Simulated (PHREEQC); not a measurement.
Dissolve 0.078 mol HF, 0.00041 mol H2SiF6 and 0.016 mol H2SO4 per kg of water at 20 °C. Closed to the air; pH follows from the charge balance.

Equilibrium calculation in PHREEQC: ion-association model, phreeqc.dat.

**Question.** The ionic strength comes out as 0.0348 mol/kgw. What activity coefficients do SO4-2, HSO4-, SiF6-2, HF2-, H+ get?

**Answer.** SO4-2 0.51, HSO4- 0.84, SiF6-2 0.51, HF2- 0.84, H+ 0.87.

This is a speciation only: nothing precipitates in the calculation. SiF6-2 is the database's only silicon fluoride.
